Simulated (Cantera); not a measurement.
A jet of 3.54 % CH₄, 18.7 % O₂, 77.8 % N₂ at 300 K and 0.0210 bar hits a platinum plate 3.9 cm away at a mass flux of 0.048 kg/m²/s; the plate temperature is set and raised in steps from an oxygen-covered start.

Computed with Cantera and Deutschmann's 1995 Pt surface mechanism with GRI-Mech 3.0 gas chemistry. Catalytic surfaces can have several steady states; this one follows from the mechanism file's or the stated starting coverage.

x: mole fraction at the wall; θ: surface coverage.

```csv
plate T (K),wall x CH₄,wall x O₂,wall x H₂O,wall x OH,wall x CO,wall x CO₂,θ free Pt,θ O*
950,0.0264,0.168,0.0168,1.29e-7,?,0.0110,0.326,0.674
1000,0.0231,0.161,0.0229,3.72e-7,?,0.0150,0.401,0.599
1050,0.0202,0.154,0.0284,9.43e-7,?,0.0186,0.474,0.526
1100,0.0176,0.149,0.0331,2.13e-6,?,0.0217,0.544,0.455
1150,0.0156,0.145,0.0366,4.38e-6,?,0.0242,0.610,0.390
1200,0.0140,0.141,0.0396,8.35e-6,?,0.0261,0.670,0.330
1250,0.0127,0.139,0.0418,1.49e-5,?,0.0276,0.724,0.275
1300,0.0117,0.137,0.0435,2.49e-5,?,0.0287,0.772,0.227
```

### Question
What belongs in the gaps?

### Answer

- 950, wall x CO: 1.58e-5
- 1000, wall x CO: 1.90e-5
- 1050, wall x CO: 2.23e-5
- 1100, wall x CO: 2.61e-5
- 1150, wall x CO: 3.10e-5
- 1200, wall x CO: 3.69e-5
- 1250, wall x CO: 4.45e-5
- 1300, wall x CO: 5.46e-5
